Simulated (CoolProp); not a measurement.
A single-stage vapour-compression cycle with R22: evaporating at 244.15 K (dew point), condensing at 298.15 K (bubble point), superheat 5 K, subcooling 5 K, compressor efficiency 0.9, no pressure losses. Each further row changes one setting.

The numbers come from the reference Helmholtz-energy equation of state, Kamei 1995 in CoolProp.

```json
[
 {"case": "as stated", "cooling COP": "3.32", "pressure ratio": "6.11", "discharge temperature (K)": "341.2", "refrigerating effect (kJ/kg)": "172", "volumetric capacity (kJ/m³)": "1290"},
 {"case": "evaporating temperature 249.15 K", "cooling COP": "___", "pressure ratio": "___", "discharge temperature (K)": "___", "refrigerating effect (kJ/kg)": "___", "volumetric capacity (kJ/m³)": "1580"},
 {"case": "condensing temperature 293.15 K", "cooling COP": "3.75", "pressure ratio": "5.32", "discharge temperature (K)": "333.5", "refrigerating effect (kJ/kg)": "178", "volumetric capacity (kJ/m³)": "1340"},
 {"case": "subcooling 10 K", "cooling COP": "___", "pressure ratio": "6.11", "discharge temperature (K)": "341.2", "refrigerating effect (kJ/kg)": "178", "volumetric capacity (kJ/m³)": "1340"},
 {"case": "superheat 15 K", "cooling COP": "3.29", "pressure ratio": "6.11", "discharge temperature (K)": "352.3", "refrigerating effect (kJ/kg)": "179", "volumetric capacity (kJ/m³)": "1280"},
 {"case": "compressor efficiency 0.8", "cooling COP": "2.95", "pressure ratio": "6.11", "discharge temperature (K)": "349.3", "refrigerating effect (kJ/kg)": "172", "volumetric capacity (kJ/m³)": "1290"}
]
```

Task: Some entries are withheld; supply them.

Result: 
- evaporating temperature 249.15 K, cooling COP: 3.81
- evaporating temperature 249.15 K, pressure ratio: 4.98
- evaporating temperature 249.15 K, discharge temperature (K): 336.4
- evaporating temperature 249.15 K, refrigerating effect (kJ/kg): 175
- subcooling 10 K, cooling COP: 3.44
